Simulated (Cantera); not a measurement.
Cantera run:

```python
import numpy as np
import cantera as ct

gas_names = [...]  # 136 gases of nasa_gas.yaml made of C, H, N, O
cond_names = """
    C(gr) C6H6(L) C7H8(L) C8H18(L),n-octa H2O(s) H2O(L)
""".split()


# ... load() reads the species with a 1 bar reference pressure and builds the phases ...
atoms = {
    'C2H4': {'C': 2, 'H': 4},
    'H2O': {'H': 2, 'O': 1},
    'N2': {'N': 2},
}
top_T = {'C(gr)': 4500}  # K; cautious upper limits of use, not melting points


# ... equilibrate(T, P, feed) seeds the gas with the atoms and calls Mixture.equilibrate('TP', solver="vcs", rtol=1e-11, max_steps=5000) ...
results = []
feed = {'C2H4': 1, 'H2O': 0.041, 'N2': 0.45}  # mol
T = 625  # K
P = 13332.2  # Pa
mix = equilibrate(T, P, feed)
results.append((T, P, feed, dict(zip(mix.species_names, mix.species_moles))))
print(gas.report(threshold=0.0001))
for i in range(1, mix.n_phases):
    print(f"{mix.phase(i).name:16s} {mix.phase_moles(i):12.5e} mol")
```

Output:

```
       temperature   625 K
          pressure   13332 Pa
           density   0.03983 kg/m^3
  mean mol. weight   15.525 kg/kmol
   phase of matter   gas

                          1 kg             1 kmol
                     ---------------   ---------------
          enthalpy       -1.7697e+06       -2.7474e+07  J
   internal energy       -2.1045e+06       -3.2671e+07  J
           entropy             14551        2.2589e+05  J/K
    Gibbs function       -1.0864e+07       -1.6866e+08  J
 heat capacity c_p            2637.5             40946  J/K
 heat capacity c_v            2101.9             32632  J/K

                      mass frac. Y      mole frac. X     chem. pot. / RT
                     ---------------   ---------------   ---------------
               CH4            0.4651           0.45007           -40.641
               CO2        0.00050024        0.00017646           -113.16
                H2          0.034303           0.26416           -19.825
               H2O          0.027175          0.023418           -75.911
               NH3        0.00027947        0.00025475           -43.321
                N2           0.47246           0.26183           -27.166
     [ +130 minor]        0.00017484        9.6848e-05

C(gr)             1.22637e+00 mol
```

Method: chemical equilibrium by Gibbs-energy minimisation in Cantera with the NASA 1993 tables (ideal gas, pure condensed phases).
